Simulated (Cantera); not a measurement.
Cantera with NASA thermochemical tables; ideal gases at 1 bar, condensed phases pure. Values are per mole of reaction as written; species without (g) are pure solids or liquids, kept so even where they would boil at 1 bar.

Question: Between 300 and 1425 K, where is each reaction favourable under standard conditions?
- 6 CH2Cl2(g) → 3 H2(g) + C6H6(g) + 12 Cl(g)
- CH4(g) → C + 2 H2(g)
- C6H6(g) → 3 C2H2(g)

Answer: 
- 6 CH2Cl2(g) → 3 H2(g) + C6H6(g) + 12 Cl(g): ΔG° is 1805 kJ at 300 K and 555 kJ at 1425 K; it stays positive (K < 1). ΔH° is 2185 kJ and ΔS° 1144 J/K at 1425 K.
- CH4(g) → C + 2 H2(g): ΔG° is 50 kJ at 300 K and -66 kJ at 1425 K; it changes sign between 300 and 975 K. ΔH° is 91 kJ and ΔS° 110 J/K at 1425 K.
- C6H6(g) → 3 C2H2(g): ΔG° is 502 kJ at 300 K and 101 kJ at 1425 K; it stays positive (K < 1). ΔH° is 608 kJ and ΔS° 355 J/K at 1425 K.
